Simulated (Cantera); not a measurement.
Input (Python, Cantera) and output of one run.

```python
import numpy as np
import cantera as ct

gas_names = """
    C CN CO CO2 C2 CCN CNC C2N2 C2O C3 C3O2 C4 C4N2 C5 N NCO NO NO2 NO3 N2 N2O O O2 O3 Si SiC SiC2 SiN
    SiO SiO2 Si2 Si2C Si2N Si3
""".split()
cond_names = """
    C(gr) Si(cr) Si(L) SiC(b) SiO2(Lqz) SiO2(hqz) SiO2(L) Si2N2O(s) Si3N4(a)
""".split()


# ... load() reads the species with a 1 bar reference pressure and builds the phases ...
atoms = {
    'SiC': {'Si': 1, 'C': 1},
    'O2': {'O': 2},
    'N2': {'N': 2},
}
top_T = {'C(gr)': 4500, 'SiC(b)': 3050, 'Si2N2O(s)': 2100, 'Si3N4(a)': 2400}  # K; cautious upper limits of use, not melting points


# ... equilibrate(T, P, feed) seeds the gas with the atoms and calls Mixture.equilibrate('TP', solver="vcs", rtol=1e-11, max_steps=5000) ...
results = []
feed = {'SiC': 1, 'O2': 0.1, 'N2': 1.8}  # mol
T = 1498.15  # K
for P in [0.1, 1, 10, 100, 1000, 10000, 100000, 1000000]:
    mix = equilibrate(T, P, feed)
    results.append((T, P, feed, dict(zip(mix.species_names, mix.species_moles))))

top = {s: max(r[3][s] / sum(r[3][g] for g in gas_names) for r in results) for s in gas_names}
cols = sorted((s for s in top if top[s] > 1e-05), key=lambda s: -top[s])[:9]
seen = [c for c in cond_names if any(r[3].get(c, 0) > 1e-12 for r in results)]
print("log10 of partial pressures in bar; condensed amounts in mol")
print(f"{'P/Pa':>10s}" + "".join(f"{s[:9]:>10s}" for s in cols + seen))
for T, P, feed, n in results:
    ng = sum(n[g] for g in gas_names)
    print(f"{P:10.4g}" + "".join(f"{np.log10(max(n[s] / ng * P / 1e5, 1e-99)):10.3f}" for s in cols)
          + "".join(f"{n.get(c, 0):10.4g}" for c in seen))
```

It prints:

```
log10 of partial pressures in bar; condensed amounts in mol
      P/Pa        N2        CO       SiO        Si     C(gr)    SiC(b) Si2N2O(s)  Si3N4(a)
       0.1    -6.046    -7.295    -7.309    -8.789         0    0.8984         0         0
         1    -5.046    -6.300    -6.302    -8.783         0    0.8998         0         0
        10    -4.041    -5.243    -5.478    -8.900         0    0.8883   0.02337         0
       100    -3.033    -4.150    -5.787    -9.600         0    0.8677   0.06463         0
      1000    -2.012    -3.558    -6.270   -10.137    0.2594    0.6937    0.1531         0
     1e+04    -1.000    -4.398    -7.196   -10.224    0.9995         0    0.1995    0.2003
     1e+05    -0.000    -4.065    -7.529   -10.890    0.9999         0    0.1999    0.2001
     1e+06     1.000    -3.732    -7.862   -11.557         1         0       0.2       0.2
```

These are equilibrium values from Cantera (NASA tables, ideal gas, pure condensed phases), not measurements of a reactor. N2 is the only nitrogen source here; it is nearly inert below about 1500 K, so the nitride shown seldom forms there in practice. Mutual solubility and eutectic melting of coexisting phases are not modelled.
